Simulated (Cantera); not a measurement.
A Cantera script and its output.

```python
import numpy as np
import cantera as ct

gas = ct.Solution("gri30.yaml")
gas.TPX = 375, 210000, {'CH4': 1, 'CO': 1.4, 'O2': 5.63, 'N2': 21.2, 'CO2': 0.19}
inlet = ct.Reservoir(gas, clone=True)
gas.equilibrate("HP")  # start burning
reactor = ct.IdealGasConstPressureReactor(gas, energy="on", clone=False)
exhaust = ct.Reservoir(gas, clone=True)
tau = [0.3, 0.083, 0.023, 0.0061, 0.0017, 0.00045, 0.00012, 3.4e-05, 9.2e-06][0]
for a, b in ((inlet, reactor), (reactor, exhaust)):
    ct.MassFlowController(a, b, mdot=lambda t: reactor.mass / tau)
net = ct.ReactorNet([reactor])
show = ['CH4', 'CO', 'O2', 'OH', 'N2O', 'H2O', 'HCN']

rows = []
print(f"{'tau/s':>10s}{'T/K':>9s}" + "".join(f"{s:>11s}" for s in show))
for tau in [0.3, 0.083, 0.023, 0.0061, 0.0017, 0.00045, 0.00012, 3.4e-05, 9.2e-06]:
    net.initial_time = 0.0
    net.advance(30 * tau)
    before = gas.X
    net.advance(40 * tau)
    drift = np.max(np.abs(gas.X - before) / (gas.X + 1e-9))
    rows.append([gas.T, *gas[show].X, drift])
    print(f"{tau:10.3e}{gas.T:9.1f}" + "".join(f"{x:11.3e}" for x in gas[show].X))
```

Output:

```
     tau/s      T/K        CH4         CO         O2         OH        N2O        H2O        HCN
 3.000e-01   1566.7  5.839e-06  1.985e-04  1.020e-01  2.575e-04  8.259e-07  6.947e-02  9.044e-10
 8.300e-02   1563.6  1.345e-05  4.812e-04  1.021e-01  3.796e-04  1.373e-06  6.936e-02  1.382e-09
 2.300e-02   1556.6  3.096e-05  1.171e-03  1.024e-01  5.536e-04  1.742e-06  6.917e-02  1.731e-09
 6.100e-03   1539.2  7.545e-05  2.988e-03  1.032e-01  7.839e-04  1.636e-06  6.877e-02  2.020e-09
 1.700e-03   1495.4  2.030e-04  7.849e-03  1.056e-01  9.625e-04  1.211e-06  6.796e-02  2.949e-09
 4.500e-04    375.0  3.399e-02  4.759e-02  1.914e-01  3.387e-29 -6.706e-22 -5.125e-17 -5.755e-24
 1.200e-04    375.0  3.399e-02  4.759e-02  1.914e-01  1.373e-29 -2.392e-24 -1.828e-19 -2.053e-26
 3.400e-05    375.0  3.399e-02  4.759e-02  1.914e-01  4.664e-30 -1.511e-25 -1.155e-20 -1.297e-27
 9.200e-06    375.0  3.399e-02  4.759e-02  1.914e-01  1.134e-30 -9.544e-27 -7.294e-22 -8.190e-29
```

Model: GRI-Mech 3.0 (53 species, 325 reactions), integrated in Cantera.
